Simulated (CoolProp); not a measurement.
Saturated liquid density (kg/m³) of p-xylene: the reference equation beside estimates from Tc = 343.0 °C, pc = 3.532 MPa, ω = 0.324.

Values from CoolProp's reference Helmholtz-energy equation of state, Zhou 2012.

```tsv
T (°C)	reference	van der Waals	Redlich-Kwong	Peng-Robinson
120.55	770.4	438.8	?	758.9
124.95	766.1	436.4	638.5	754.9
129.45	761.8	434.0	?	750.7
133.95	757.4	?	630.0	746.4
138.35	753.0	429.1	625.7	742.1
142.85	748.5	426.6	621.2	737.6
147.25	744.1	424.1	616.8	733.2
151.75	739.5	421.5	612.3	728.5
156.25	734.9	418.8	?	723.7
160.65	730.3	416.2	603.0	719.0
165.15	?	413.5	598.2	714.0
169.55	?	410.9	593.4	709.0
174.05	716.0	408.1	588.5	703.8
```

### Question
Some entries are withheld; supply them.

### Answer

- 120.55, Redlich-Kwong: 642.6
- 129.45, Redlich-Kwong: 634.3
- 133.95, van der Waals: 431.5
- 156.25, Redlich-Kwong: 607.6
- 165.15, reference: 725.6
- 169.55, reference: 720.9

Absolute difference from the reference over all 13 rows, mean and median: van der Waals 43.0 and 43.0 %, Redlich-Kwong 17.1 and 17.1 %, Peng-Robinson 1.5 and 1.5 %.
